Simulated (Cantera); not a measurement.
Feed: 1 mol AlN, a varied amount of O2, 24 mol H2, held at 1227 °C and 19.0 Pa.

These are equilibrium values from Cantera (NASA tables, ideal gas, pure condensed phases), not measurements of a reactor. Candidate condensed phases: Al, AlN, Al2O3, H2O; 35 gas species. Mutual solubility and eutectic melting of coexisting phases are not modelled. Equilibrium is a limit: real reactors are often held back by kinetics, nucleation or transport.

Q: Which condensed phases are stable at each of these points (n(O2) (mol)): 0.6, 0.81, 1.1, 1.5, 2, 2.6, 3.5, 4.8, 6.4, 8.6, 12, 16?

A: 
```csv
n(O2) (mol),condensed phases,Al condensed (%)
0.6,AlN(s) + Al2O3(s),99.5
0.81,Al2O3(s),100.0
1.1,Al2O3(s),100.0
1.5,Al2O3(s),100.0
2,Al2O3(s),100.0
2.6,Al2O3(s),100.0
3.5,Al2O3(s),100.0
4.8,Al2O3(s),100.0
6.4,Al2O3(s),100.0
8.6,Al2O3(s),100.0
12,Al2O3(s),100.0
16,Al2O3(s),100.0
```

At 0.6 mol O2 the condensed part is AlN(s) + Al2O3(s). From 0.81 mol O2 to 16 mol O2 the condensed part is Al2O3(s).
